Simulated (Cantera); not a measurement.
Input (Python, Cantera):

```python
import numpy as np
import cantera as ct

gas = ct.Solution("gri30.yaml")
gas.TPX = 1423, 3600, {'H2': 0.05, 'O2': 1}
reactor = ct.IdealGasConstPressureReactor(gas, energy="off", clone=False)
net = ct.ReactorNet([reactor])
net.rtol, net.atol = 1e-08, 1e-18
show = ['H2', 'O2', 'HO2', 'H2O', 'H']
times = np.geomspace(0.0004, 8, 11)

steps = ct.SolutionArray(gas, extra=["t"])
rows = []
print(f"{'t/s':>10s}{'T/K':>9s}{'P/Pa':>11s}" + "".join(f"{s:>11s}" for s in show))
for t in times:
    while net.time < t:
        t_next = net.step()
        steps.append(gas.state, t=t_next)
    rows.append([np.interp(t, steps.t, y) for y in (steps.T, steps.P, *steps(*show).X.T)])
    print(f"{t:10.3e}{rows[-1][0]:9.1f}{rows[-1][1]:11.4g}" + "".join(f"{x:11.3e}" for x in rows[-1][2:]))
rate = np.gradient(steps.T, steps.t)
print("integrator steps:", len(steps.t))
if steps.T.max() > steps.T[0] + 200:
    print(f"time of steepest temperature rise: {steps.t[rate.argmax()]:.4e} s")
gas.TPX = 1423, 3600, {'H2': 0.05, 'O2': 1}
gas.equilibrate("TP")
print(f"equilibrium (TP): T = {gas.T:.1f} K  " + "  ".join(f"{s} {gas[s].X[0]:.3e}" for s in show))
```

It prints:

```
       t/s      T/K       P/Pa         H2         O2        HO2        H2O          H
 4.000e-04   1423.0       3600  2.063e-02  9.305e-01  4.838e-06  2.017e-02  4.952e-03
 1.077e-03   1423.0       3600  7.481e-04  9.130e-01  4.497e-06  4.164e-02  4.753e-03
 2.899e-03   1423.0       3600  6.587e-04  9.180e-01  4.309e-06  4.249e-02  3.867e-03
 7.805e-03   1423.0       3600  4.778e-04  9.275e-01  3.817e-06  4.413e-02  2.313e-03
 2.101e-02   1423.0       3600  2.317e-04  9.397e-01  2.743e-06  4.621e-02  7.513e-04
 5.657e-02   1423.0       3600  6.583e-05  9.476e-01  1.323e-06  4.768e-02  1.109e-04
 1.523e-01   1423.0       3600  1.323e-05  9.503e-01  4.222e-07  4.834e-02  9.903e-06
 4.100e-01   1423.0       3600  2.585e-06  9.509e-01  1.299e-07  4.859e-02  8.556e-07
 1.104e+00   1423.0       3600  6.021e-07  9.511e-01  7.980e-08  4.869e-02  9.649e-08
 2.972e+00   1423.0       3600  2.162e-07  9.512e-01  9.488e-08  4.873e-02  2.086e-08
 8.000e+00   1423.0       3600  1.700e-07  9.512e-01  1.026e-07  4.873e-02  1.457e-08
integrator steps: 1566
equilibrium (TP): T = 1423.0 K  H2 1.695e-07  O2 9.512e-01  HO2 1.027e-07  H2O 4.873e-02  H 1.451e-08
```

Computed with Cantera and GRI-Mech 3.0 (53 species, 325 reactions). Radical loss at walls, strong at low pressure, is not modelled. The temperature is held fixed by assumption; the heat of reaction is taken as removed at once.
